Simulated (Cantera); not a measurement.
A perfectly stirred reactor is fed with C2H6 : H2 = 1 : 5.3 (molar parts), at 0.148 atm; it is held at 1200 K, and followed from long to short residence time.

Computed with Cantera and GRI-Mech 3.0 (53 species, 325 reactions). GRI-Mech 3.0 stops at C3 and has no aromatics, soot or wall deposition, so with more carbon than oxygen in the feed, carbon stays in small species such as C2H2 where larger ones or solid carbon would form.

x: mole fraction; the columns are a selection and need not sum to one.

```csv
τ (s),x C2H6,x H2,x CH4,x CH2,x C2H
5.8,0.00225,0.824,0.0759,3.12e-11,3.98e-11
2.8,(withheld),0.830,(withheld),4.05e-11,4.60e-11
1.3,0.00468,0.834,0.0566,5.42e-11,4.94e-11
0.62,0.00724,0.836,0.0506,7.34e-11,4.79e-11
0.30,0.0115,0.838,0.0460,1.01e-10,4.11e-11
0.14,0.0195,0.838,0.0412,1.42e-10,2.96e-11
0.067,(withheld),0.839,(withheld),1.97e-10,1.77e-11
0.032,0.0539,0.840,0.0280,2.62e-10,8.36e-12
0.015,0.0831,0.841,0.0188,3.24e-10,2.96e-12
0.0071,0.112,0.842,0.0107,3.46e-10,<1e-12
0.0034,0.134,0.842,0.00507,3.02e-10,<1e-12
```

Task: What belongs in the gaps?

Result: 
- 2.8, x C2H6: 0.00314
- 2.8, x CH4: 0.0650
- 0.067, x C2H6: 0.0327
- 0.067, x CH4: 0.0356
